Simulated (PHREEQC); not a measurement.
**Copper plating or etch bath with single salt, acid or base: speciation**

Solution A (0.069 mol Cu(NO3)2, 3.8e-05 mol HNO3 and 6.9e-05 mol FeCl3 per kg of water) is mixed with solution B (1.8 mmol/kgw CdSO4) at 25 °C; shares are by mass of water, 1 kg in all. Oxygen alone is held at its pressure in air (log pO2 = -0.68). CO2 from the air is kept out. Solids allowed: Fe(OH)3(a), Cu(OH)2, Brochantite, Antlerite, Atacamite, Cu2(OH)3NO3, Cd(OH)2, CdOHCl, Chalcanthite. Others were left out.

The numbers come from PHREEQC with the ion-association model, wateq4f.dat.

```
share of solution B    pH  Fe(OH)3(a) (mol)  Cd+2 (mol/kgw)  SO4-2 (mol/kgw)  Fe(OH)2+ (mol/kgw)  FeOH+2 (mol/kgw)
-------------------  ----  ----------------  --------------  ---------------  ------------------  ----------------
0                    3.89           8.86e-6               0                0             2.92e-5           2.91e-5
0.1                  3.92           9.48e-6        0.000164          8.09e-5             2.69e-5           2.43e-5
0.2                  3.95           9.83e-6        0.000329         0.000165             2.45e-5           1.98e-5
0.3                  3.99           9.89e-6        0.000496         0.000253             2.21e-5           1.56e-5
0.4                  4.04           9.63e-6        0.000664         0.000346             1.94e-5           1.18e-5
0.5                  4.10           9.01e-6        0.000832         0.000446             1.67e-5           8.44e-6
0.6                  4.18           7.99e-6         0.00100         0.000557             1.38e-5           5.57e-6
0.7                  4.28           6.55e-6         0.00117         0.000683             1.08e-5           3.25e-6
0.8                  4.42           4.63e-6         0.00132         0.000836             7.59e-6           1.52e-6
0.9                  4.66           2.24e-6         0.00146          0.00105             4.20e-6           4.32e-7
1                    6.52                 0         0.00147          0.00146                   0                 0
```

Fe(OH)3(a) from the start (pH 3.89), last present at share of solution B = 0.9.
